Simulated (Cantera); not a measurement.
A closed system holds: 1 mol Pb, 0.58 mol CO, 0.91 mol N2, held at 52.0 mbar.

Cantera equilibrium calculation (NASA polynomials, part measured and part estimated; ideal gas, pure solids and liquids). Candidate condensed phases: C, Pb, PbO, PbO2, Pb3O4; 27 gas species. Equilibrium is a limit: real reactors are often held back by kinetics, nucleation or transport. All values below are at 973 K.

Base state: N2 0.615, CO 0.377, CO2 0.00742, Pb 0.000168 (mole fractions); condensed: C(graphite) + Pb(l).

Q: What changes in the equilibrium state with this change: pressure from 52.0 mbar to 0.133 bar?

A: 
```tsv
species	before	after
N2	0.615	0.621
CO	0.377	0.361
CO2	0.00742	0.0174
Pb	0.000168	6.56e-5
C(graphite), mol	0.0110	0.0255
Pb(l), mol	1.000	1.000
```

Q: What changes in the equilibrium state with this change: pressure from 52.0 mbar to 1.00 bar?

A: 
```json
[
 {"species": "N2", "before": "0.615", "after": "0.656"},
 {"species": "CO", "before": "0.377", "after": "0.271"},
 {"species": "CO2", "before": "0.00742", "after": "0.0735"},
 {"species": "Pb", "before": "0.000168", "after": "8.75e-6"},
 {"species": "C(graphite), mol", "before": "0.0110", "after": "0.102"},
 {"species": "Pb(l), mol", "before": "1.000", "after": "1.000"}
]
```
